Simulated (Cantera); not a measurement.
An adiabatic, constant-volume homogeneous reactor starts with 3.32 % CH₄, 0.797 % CO, 20.1 % O₂, 75.7 % N₂, at 1598 K and 7500 Torr.

Detailed kinetics in Cantera: GRI-Mech 3.0 (53 species, 325 reactions).

**Question.** Predict: time of steepest temperature rise; temperature at 0.200 s; equilibrium temperature; x(CO) at 0.200 s; x(O₂) at 0.200 s; x(H) at 0.200 s; x(OH) at 0.200 s.

**Answer.** 
```json
{
 "time_of_steepest_temperature_rise": "56.2 µs",
 "temperature at 0.200 s": "2473 K",
 "equilibrium_temperature": "2473 K",
 "x(CO) at 0.200 s": "0.000943 (gas-phase equilibrium 0.000943)",
 "x(O₂) at 0.200 s": "0.122 (gas-phase equilibrium 0.122)",
 "x(H) at 0.200 s": "8.94e-5 (gas-phase equilibrium 8.94e-5)",
 "x(OH) at 0.200 s": "0.00469 (gas-phase equilibrium 0.00469)"
}
```
